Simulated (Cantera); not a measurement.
# Pyrogenic steam for wet oxidation

A perfectly stirred reactor is fed with 20.0 % H2, 14.3 % O2, 65.7 % N2, at 248 Torr; it is held at 1350 K, and followed from long to short residence time.

Model: the H2/O2 subset of GRI-Mech 3.0, which has no nitrogen chemistry, integrated in Cantera. The temperature is held fixed by assumption; the heat of reaction is taken as removed at once.

| τ (s) | x H2 | x O2 | x O | x OH | x H2O | x HO2 |
|---|---|---|---|---|---|---|
| 13 | 3.54e-5 | 0.0476 | 1.00e-5 | 0.000194 | 0.222 | 5.54e-7 |
| 3.9 | 7.92e-5 | 0.0476 | 2.27e-5 | 0.000290 | 0.222 | 1.16e-6 |
| 1.2 | 0.000174 | 0.0476 | 5.07e-5 | 0.000430 | 0.222 | 2.31e-6 |
| 0.38 | 0.000375 | 0.0476 | 0.000111 | 0.000633 | 0.221 | 4.20e-6 |
| 0.12 | 0.000802 | 0.0477 | 0.000243 | 0.000932 | 0.221 | 6.88e-6 |
| 0.037 | 0.00172 | 0.0479 | 0.000536 | 0.00138 | 0.219 | 1.00e-5 |
| 0.011 | 0.00367 | 0.0485 | 0.00119 | 0.00207 | 0.216 | 1.29e-5 |
| 0.0036 | 0.00710 | 0.0499 | 0.00241 | 0.00296 | 0.209 | 1.49e-5 |
| 0.0011 | 0.0134 | 0.0530 | 0.00489 | 0.00419 | 0.196 | 1.64e-5 |
| 0.00034 | 0.0228 | 0.0584 | 0.00897 | 0.00559 | 0.174 | 1.74e-5 |
| 0.00011 | 0.0354 | 0.0661 | 0.0136 | 0.00677 | 0.145 | 1.79e-5 |
x: mole fraction; the columns are a selection and need not sum to one.
